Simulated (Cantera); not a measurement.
A closed system holds: 1 mol Si₃N₄, 0.1 mol H₂, at 1950 K and 27000 Pa.

Method: chemical equilibrium by Gibbs-energy minimisation in Cantera with the NASA 1993 tables (ideal gas, pure condensed phases). Candidate condensed phases: Si, Si₃N₄; 18 gas species. Mutual solubility and eutectic melting of coexisting phases are not modelled. Gases not in the tables: Si₂H₆ and higher silanes. Rates play no part.

Base state: H₂ 0.688, N₂ 0.310, H 0.00183, Si 8.82e-5, SiH₂ 5.45e-5, SiH 2.91e-5, Si₂N 1.03e-5 (mole fractions); condensed: Si(l) + Si₃N₄(s).

Task: What changes in the equilibrium state with this change: pressure from 27000 Pa to 1330 Pa?

Result: 
```
species         before    after
-------------  -------  -------
N₂               0.310    0.949
H₂               0.688   0.0464
H              0.00183  0.00214
Si             8.82e-5  0.00179
Si₂            8.08e-7  1.64e-5
SiH₂           5.45e-5  3.68e-6
Si(l), mol      0.0676     3.00
Si₃N₄(s), mol    0.977        0
```
The tables' values for SiN are old estimates; treat these amounts as uncertain.

Task: What changes in the equilibrium state with this change: temperature from 1950 K to 1850 K?

Result: 
```
species         before     after
-------------  -------  --------
H₂               0.688     0.927
N₂               0.310    0.0721
H              0.00183  0.000998
SiH₂           5.45e-5   3.91e-5
Si₂N           1.03e-5   1.95e-6
Si             8.82e-5   2.39e-5
SiH            2.91e-5   1.18e-5
Si(l), mol      0.0676    0.0117
Si₃N₄(s), mol    0.977     0.996
```
